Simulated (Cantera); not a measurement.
An adiabatic, constant-volume homogeneous reactor starts with 17.7 % CH₄, 16.8 % O₂, 63.3 % N₂, 2.12 % CO₂, equivalence ratio 2.1, at 1650 K and 130000 Pa.

Model: GRI-Mech 3.0 (53 species, 325 reactions), integrated in Cantera.

x: mole fraction; the columns are a selection and need not sum to one.

```
t (s)     T (K)  P (bar)     x CH₄      x O₂     x HCN     x CH₂     x H₂     x OH
--------  -----  -------  --------  --------  --------  --------  -------  -------
5.00e-6    1650     1.30     0.177     0.168    <1e-12  2.31e-11  4.88e-6  1.07e-7
1.55e-5    1650     1.30     0.177     0.168    <1e-12  2.37e-10  1.74e-5  2.60e-7
4.78e-5    1650     1.30     0.176     0.168    <1e-12   3.32e-9  8.87e-5  8.06e-7
0.000148   1658     1.31     0.173     0.166  2.63e-12       ___      ___      ___
0.000457   2779     2.63  3.71e-11   9.95e-5   3.06e-7  1.54e-11    0.156  0.00411
0.00141    2776     2.62  3.49e-11  0.000103   2.75e-7  1.49e-11    0.156  0.00416
0.00437    2776     2.62  3.49e-11  0.000103   2.78e-7  1.49e-11    0.156  0.00416
0.0135     2776     2.62  3.49e-11  0.000103   2.78e-7  1.49e-11    0.156  0.00416
0.0418     2776     2.62  3.49e-11  0.000103   2.78e-7  1.49e-11    0.156  0.00416
0.129      2776     2.62  3.49e-11  0.000103   2.78e-7  1.49e-11    0.156  0.00416
0.400      2776     2.62  3.49e-11  0.000103   2.78e-7  1.49e-11    0.156  0.00416
```

Some entries are withheld; supply them.


- 0.000148, x CH₂: 4.83e-8
- 0.000148, x H₂: 0.00114
- 0.000148, x OH: 4.13e-6
